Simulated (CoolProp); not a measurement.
Nitrous oxide along the isotherm 187.3 K: density (kg/m³) from the reference equation and from simpler models built on Tc = 309.5 K, pc = 7.245 MPa, ω = 0.161; each cubic takes its own stable root.

Model: reference Helmholtz-energy equation of state, Lemmon 2006, in CoolProp. It is a short technical equation, of lower accuracy than the large ones.

```
p (MPa)   phase  reference
-------  ------  ---------
0.115       gas      3.345
0.217    liquid       1223
0.412    liquid       1223
0.78     liquid       1224
1.48     liquid       1225
2.8      liquid       1227
```

**Question.** How far does each simpler model (Redlich-Kwong, Soave-Redlich-Kwong) lie from the reference over these 6 states: mean and median of the absolute difference, and the worst?

**Answer.** 
- Redlich-Kwong: mean 7.1 %, median 8.4 %, worst -8.4 % at 187.3 K and 0.217 MPa
- Soave-Redlich-Kwong: mean 5.9 %, median 7.0 %, worst -7.0 % at 187.3 K and 0.217 MPa
